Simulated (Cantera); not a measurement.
A closed system holds: 1 mol AlCl3, 0.38 mol H2O, 1.8 mol N2, held at 1373.15 K and 668 Torr.

These are equilibrium values from Cantera (NASA tables, ideal gas, pure condensed phases), not measurements of a reactor. Candidate condensed phases: Al, AlCl3, AlN, Al2O3, H2O, NH4Cl; 45 gas species. The numbers say what is thermodynamically allowed, not how fast it happens.

Base state: N2 0.544, HCl 0.230, AlCl3 0.226, Al2Cl6 0.000115, Cl 8.96e-5, H2 5.64e-5, Cl2 1.35e-5, H2O 1.10e-5 (mole fractions); condensed: Al2O3(s).

**Question.** What changes in the equilibrium state with this change: AlCl3 replaced by Al?

**Answer.** 
```tsv
species	before	after
N2	0.544	0.790
H2	5.64e-5	0.210
H2O	1.10e-5	2.30e-6
HCl	0.230	0
AlCl3	0.226	0
Al2Cl6	0.000115	0
Cl	8.96e-5	0
Cl2	1.35e-5	0
Al2O3(s), mol	0.127	0.127
AlN(s), mol	0	0.747
```
Mutual solubility and eutectic melting of coexisting phases are not modelled.

**Question.** What changes in the equilibrium state with this change: temperature from 1373.15 K to 1898 K?

**Answer.** 
| species | before | after |
|---|---|---|
| N2 | 0.544 | 0.543 |
| HCl | 0.230 | 0.227 |
| AlCl3 | 0.226 | 0.223 |
| Cl | 8.96e-5 | 0.00432 |
| AlCl | <1e-9 | 5.17e-5 |
| AlOCl | <1e-9 | 1.03e-5 |
| Al2O3(s), mol | 0.127 | 0.127 |
The tables' values for AlCl2 are old estimates; treat these amounts as uncertain.
